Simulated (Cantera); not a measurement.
Input: 1 mol LiOH, 0.6 mol H2, 0.45 mol H2O, equilibrated at 29.0 mbar.

Method: chemical equilibrium by Gibbs-energy minimisation in Cantera with the NASA 1993 tables (ideal gas, pure condensed phases). Candidate condensed phases: H2O, Li, LiH, LiOH, Li2O; 17 gas species. The numbers say what is thermodynamically allowed, not how fast it happens.

Q: Which condensed phases are stable at each of these points (T (K)): 923, 1023, 1123, 1223, 1323, 1423, 1523, 1623, 1723, 1823, 1923, 2023, 2123, 2223?

A: 
```
T (K)  condensed phases  Li condensed (%)
-----  ----------------  ----------------
923             Li2O(s)             100.0
1023            Li2O(s)             100.0
1123            Li2O(s)              99.8
1223            Li2O(s)              99.1
1323            Li2O(s)              96.7
1423            Li2O(s)              89.8
1523            Li2O(s)              73.2
1623            Li2O(s)              39.6
1723           gas only               0.0
1823           gas only               0.0
1923           gas only               0.0
2023           gas only               0.0
2123           gas only               0.0
2223           gas only               0.0
```

From 923 K to 1623 K the condensed part is Li2O(s). From 1723 K to 2223 K nothing is condensed.
